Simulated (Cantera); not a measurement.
A closed system holds: 1 mol SiH₂Cl₂, 12 mol N₂, equilibrated at 43000 Pa.

Equilibrium computed with Cantera from the NASA thermochemical tables; the gas is ideal and each condensed phase is pure. Candidate condensed phases: NH₄Cl, Si, Si₃N₄; 28 gas species. N₂ is the only nitrogen source here; it is nearly inert below about 1500 K, so the nitride shown seldom forms there in practice. The tables' values for SiCl₃ are old estimates; treat these amounts as uncertain. Kinetics and transport are ignored. All values below are at 900 °C.

Base state: N₂ 0.863, HCl 0.0943, H₂ 0.0282, SiCl₄ 0.0140, SiCl₃ 0.000102, SiHCl₃ 9.72e-5 (mole fractions); condensed: Si₃N₄(s).

Task: What changes in the equilibrium state with this change: pressure from 43000 Pa to 1330 Pa?

Result: 
```csv
species,before,after
N₂,0.863,0.861
HCl,0.0943,0.106
H₂,0.0282,0.0225
SiCl₄,0.0140,0.0109
SiCl₂,7.32e-6,0.000117
SiCl₃,0.000102,0.000359
SiHCl₃,9.72e-5,5.39e-5
"Si₃N₄(s), mol",0.271,0.283
```
